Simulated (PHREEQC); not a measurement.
Dissolve 0.00017 mol Ca(HCO3)2 per kg of water at 25 °C. Closed to the air; pH follows from the charge balance.

Computed with PHREEQC (Pitzer model, pitzer.dat).

Each row changes one thing in this solution. No solid was allowed to form.

| case | pH | ionic strength (mol/kgw) |
|---|---|---|
| as made | 8.21 | 0.000513 |
| temperature from 25 to 60 °C | 7.85 | (withheld) |
| diluted 100-fold with water | 7.44 | (withheld) |
| Ca(HCO3)2 replaced by CaSO4 at the same molality | 7.00 | 0.000680 |
| Ca(HCO3)2 from 0.00017 to 3.4e-05 mol/kgw | (withheld) | (withheld) |
| 0.00026 mol/kgw NaHCO3 added | (withheld) | 0.000775 |

Task: Some entries are withheld; supply them.

Result: 
- temperature from 25 to 60 °C, ionic strength (mol/kgw): 0.000512
- diluted 100-fold with water, ionic strength (mol/kgw): 5.14e-6
- Ca(HCO3)2 from 0.00017 to 3.4e-05 mol/kgw, pH: 8.02
- Ca(HCO3)2 from 0.00017 to 3.4e-05 mol/kgw, ionic strength (mol/kgw): 0.000102
- 0.00026 mol/kgw NaHCO3 added, pH: 8.25

At this temperature some constants are extrapolated from 25 °C, and those without enthalpy data are left unchanged.
